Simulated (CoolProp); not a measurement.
Hydrogen chloride along the isobar 41200 kPa: fugacity coefficient from the reference equation and from simpler models built on Tc = 51.5 °C, pc = 8314 kPa, ω = 0.130; each cubic takes its own stable root.

Values from CoolProp's reference Helmholtz-energy equation of state, Thol 2018.

| T (°C) | phase | reference |
|---|---|---|
| 50.25 | liquid | 0.2189 |
| 62.15 | supercritical | 0.2544 |
| 74.15 | supercritical | 0.2916 |
| 86.05 | supercritical | 0.3293 |
| 98.05 | supercritical | 0.3677 |
| 110.05 | supercritical | 0.4061 |
| 121.95 | supercritical | 0.4436 |
| 133.95 | supercritical | 0.4806 |
| 145.85 | supercritical | 0.5160 |
| 157.85 | supercritical | 0.5503 |
| 169.85 | supercritical | 0.5829 |
| 181.75 | supercritical | 0.6135 |
| 193.75 | supercritical | 0.6425 |
| 205.65 | supercritical | 0.6695 |
| 217.65 | supercritical | 0.6949 |
| 229.55 | supercritical | 0.7184 |

How far does each simpler model (van der Waals, Redlich-Kwong, Soave-Redlich-Kwong, Peng-Robinson) lie from the reference over these 16 states: mean and median of the absolute difference, and the worst?


- van der Waals: mean 11.6 %, median 4.9 %, worst +43.0 % at 50.25 °C and 41200 kPa
- Redlich-Kwong: mean 6.9 %, median 5.6 %, worst +16.3 % at 50.25 °C and 41200 kPa
- Soave-Redlich-Kwong: mean 13.9 %, median 13.8 %, worst +16.1 % at 50.25 °C and 41200 kPa
- Peng-Robinson: mean 3.9 %, median 3.8 %, worst +5.0 % at 62.15 °C and 41200 kPa
